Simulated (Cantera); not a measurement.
An adiabatic, constant-volume homogeneous reactor starts with 10.6 % CH3OH, 18.7 % O2, 70.6 % N2, equivalence ratio 0.85, at 1550 K and 1.01 bar.

Cantera simulation using GRI-Mech 3.0 (53 species, 325 reactions); the numbers are that mechanism's predictions, not measurements. GRI-Mech 3.0 was tuned for natural gas; its chemistry of methanol as a main component is partial and can be far from experiment.

Question: Predict: time of steepest temperature rise; temperature at 5.00 s; equilibrium temperature; x(O2) at 5.00 s; x(N2O) at 5.00 s; x(H2O) at 5.00 s.

Answer: 
* **time of steepest temperature rise**: 0.137 ms
* **temperature at 5.00 s**: 2846 K
* **equilibrium temperature**: 2846 K
* **x(O2) at 5.00 s**: 0.0363 (gas-phase equilibrium 0.0363)
* **x(N2O) at 5.00 s**: 1.06e-6 (gas-phase equilibrium 1.06e-6)
* **x(H2O) at 5.00 s**: 0.161 (gas-phase equilibrium 0.161)
